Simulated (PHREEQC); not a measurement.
Solution (80 °C): 0.17 mol ZnCl2, 0.046 mol KCl and 0.034 mol MnSO4 per kg of water. Closed to the air; pH follows from the charge balance.

All values are PHREEQC results (ion-association model, phreeqc.dat), not measurements.

Precipitation was switched off in this run.

Question: Predict the pH, density, activity of water.

Answer: pH 4.78; density 0.997 g/cm³; activity of water 0.991.

Question: In which forms is S present?

Answer: SO4-2 42 %, ZnSO4 32 %, MnSO4 16 %, KSO4- 5.1 %, Zn(SO4)2-2 4.5 % of the S.

At this temperature some constants are extrapolated from 25 °C, and those without enthalpy data are left unchanged.
